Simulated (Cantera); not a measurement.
A closed system holds: 1 mol Fe3O4, 3.4 mol CO, 4 mol H2, held at 13.3 mbar.

These are equilibrium values from Cantera (NASA tables, ideal gas, pure condensed phases), not measurements of a reactor. Candidate condensed phases: C, C6H6, C7H8, C8H18, Fe, Fe(CO)5, FeO, Fe(OH)2, Fe(OH)3, Fe2O3, Fe3O4, H2O; 114 gas species. The numbers say what is thermodynamically allowed, not how fast it happens.

Q: At 2498 K, list the 4 most abundant gas species with their mole fractions, and the condensed phases.

A: Fe 0.244, CO 0.232, H2O 0.202, H2 0.106. Condensed: gas only.
